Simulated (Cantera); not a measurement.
# Thermodynamics of hydrogen reduction and annealing atmospheres, feed CuO + H2

Feed: 1 mol CuO, 3.7 mol H2, at 1623.15 K and 22.0 Pa.

Cantera equilibrium calculation (NASA polynomials, part measured and part estimated; ideal gas, pure solids and liquids). Candidate condensed phases: Cu, CuO, Cu(OH)2, Cu2O, H2O; 12 gas species. The numbers say what is thermodynamically allowed, not how fast it happens.

```yaml
x(H2): 0.572
x(H2O): 0.212
x(Cu): 0.212
x(H): 0.00353
x(Cu2): 0.000145
x(OH): 5.49e-5
gas_amount: 4.708 mol
log10 activity of Cu(l) (absent): -0.08
```
